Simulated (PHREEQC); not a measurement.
1 kg of water holding 25 mmol/kgw KCl, 0.39 mmol/kgw CaSO4, 13 mmol/kgw NaBr and 7 mmol/kgw MgBr2 is evaporated at 15 °C; the solids stay in contact with the brine. CO2 from the air is kept out. The run lets Arcanite, Bischofite, Bloedite, Brucite, Carnallite, Epsomite, Glaserite, Glauberite, Gypsum, Anhydrite, Halite, Hexahydrite, Kainite, Kieserite, Leonite, Mirabilite, Misenite, Polyhalite, Portlandite, Schoenite, Sylvite, Syngenite, Thenardite, MgCl2_4H2O precipitate or redissolve, and no other solid.

The series has 26 steps of water left (kg), from 1 to 0.007425.

All values are PHREEQC results (Pitzer model, pitzer.dat), not measurements.

Question: Which solids form, in which order, and at which step of the series does each first stand?

Answer: Gypsum from water left = 0.007425 kg; Sylvite from water left = 0.007425 kg.

Complexes and solids missing from the database can't appear.
